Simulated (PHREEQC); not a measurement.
A solution holds 0.094 mol/kgw HCl and 0.0035 mol/kgw ZnSO4, at 45 °C. It is in equilibrium with CO2 at log p = -3.4 (atm). Otherwise closed; pH follows from the charge balance.

Equilibrium calculation in PHREEQC: ion-association model, phreeqc.dat.

No solid was allowed to form.

### Question
Predict the pH, specific conductance, density.

### Answer
pH 1.13; specific conductance 48800 µS/cm; density 0.992 g/cm³.

### Question
In which forms is S present?

### Answer
HSO4- 83 %, SO4-2 15 %, ZnSO4 1.5 % of the S.

At this temperature some constants are extrapolated from 25 °C, and those without enthalpy data are left unchanged.
